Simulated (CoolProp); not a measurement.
R142b along the isotherm 214 K: Z from the reference equation and from simpler models built on Tc = 410.3 K, pc = 40.55 bar, ω = 0.232; each cubic takes its own stable root.

The numbers come from the reference Helmholtz-energy equation of state, Lemmon 2006 in CoolProp. It is a short technical equation, of lower accuracy than the large ones.

```csv
p (bar),phase,reference,van der Waals,Redlich-Kwong,Soave-Redlich-Kwong,Peng-Robinson
6.76,liquid,0.02933,0.04925,0.03325,0.03261,0.02897
13.5,liquid,0.05853,0.09808,0.06631,0.06507,0.05781
20.3,liquid,0.08794,0.1471,0.09959,0.09775,0.08687
27,liquid,0.1169,0.1951,0.1323,0.1299,0.1154
33.8,liquid,0.1462,0.2437,0.1654,0.1625,0.1444
40.5,liquid,0.1751,0.2913,0.1980,0.1945,0.1729
47.3,liquid,0.2043,0.3394,0.2310,0.2269,0.2018
54.1,liquid,0.2335,0.3874,0.2639,0.2593,0.2306
60.8,liquid,0.2623,0.4344,0.2962,0.2912,0.2590
```
